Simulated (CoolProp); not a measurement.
Vapour-liquid equilibrium of R143a (1) + R152A (2) at 280.8 K; x and y are mole fractions of (1).

The numbers come from the multi-fluid Helmholtz-energy mixture model, Lemmon and Jacobsen 2000 and Outcalt 1996; pair parameters Bell 2016 in CoolProp.

```csv
x,"bubble pressure, mixture model (kPa)","bubble pressure, Raoult's law (kPa)","y, mixture model","y, Raoult's law"
0.05,372.9,366.4,0.114,0.107
0.125,413.0,399.1,0.252,0.245
0.2,450.6,431.9,0.362,0.362
0.275,486.1,464.6,0.454,0.462
0.35,519.9,497.3,0.533,0.550
0.425,552.4,530.0,0.602,0.626
0.5,583.8,562.8,0.665,0.694
0.575,614.4,595.5,0.722,0.754
0.65,644.4,628.2,0.776,0.808
0.725,674.0,660.9,0.827,0.857
0.8,703.3,693.7,0.876,0.901
0.875,732.4,726.4,0.923,0.941
0.95,761.5,759.1,0.969,0.977
```

The largest gap from Raoult's law is +4.6 % in bubble pressure, at x = 0.275. No azeotrope shows between x = 0.05 and 0.95.

Pair parameters are fitted to limited data, so mixtures are less certain than the pure fluids.
